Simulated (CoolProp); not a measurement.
Water along the isotherm 314.35 °C: Z from the reference equation and from simpler models built on Tc = 373.9 °C, pc = 220.6 bar, ω = 0.344; each cubic takes its own stable root.

The numbers come from the reference Helmholtz-energy equation of state, Wagner 2002 in CoolProp.

```
p (bar)   phase  reference  van der Waals  Soave-Redlich-Kwong
-------  ------  ---------  -------------  -------------------
68.9        gas     0.8129         0.8680               0.8308
138      liquid    0.07375         0.6695               0.1084
207      liquid     0.1081         0.2231               0.1575
276      liquid     0.1413         0.2844               0.2046
345      liquid     0.1738         0.3443               0.2503
414      liquid     0.2055         0.4030               0.2948
483      liquid     0.2367         0.4606               0.3384
552      liquid     0.2674         0.5173               0.3812
```

At some of these states van der Waals gives the other phase, because its saturation line lies elsewhere.
